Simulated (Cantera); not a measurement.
Charge: 1 mol SiCl4, 0.0073 mol Cl2, 5.9 mol H2, at 625 °C.

Method: chemical equilibrium by Gibbs-energy minimisation in Cantera with the NASA 1993 tables (ideal gas, pure condensed phases). Candidate condensed phases: Si; 19 gas species. Kinetics and transport are ignored.

Which condensed phases are stable at each of these points (P (Pa)): 100, 350, 1300, 4500, 16000, 56000, 200000?


```csv
P (Pa),condensed phases,Si condensed (%)
100,Si(s),1.3
350,gas only,0.0
1300,gas only,0.0
4500,gas only,0.0
16000,gas only,0.0
56000,gas only,0.0
200000,gas only,0.0
```

At 0.750 Torr the condensed part is Si(s). From 2.63 Torr to 1500 Torr nothing is condensed.
